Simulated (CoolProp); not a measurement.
Vapour-liquid equilibrium of acetone (1) + dimethyl carbonate (2) at 444.6 K; x and y are mole fractions of (1).

Values from CoolProp's multi-fluid Helmholtz-energy mixture model, Lemmon 2006 and Zhou 2011; pair parameters Bell 2016.

**Question.** Give the bubble pressure and the first vapour's composition at x = 0.05, 0.35, 0.5. Is there an azeotrope?

**Answer.** x = 0.05: 836.0 kPa, y = 0.096; x = 0.35: 1103 kPa, y = 0.495; x = 0.5: 1232 kPa, y = 0.638. No azeotrope shows between x = 0.05 and 0.95.

The pair parameters rest on a limited set of measurements; away from them the model extrapolates.
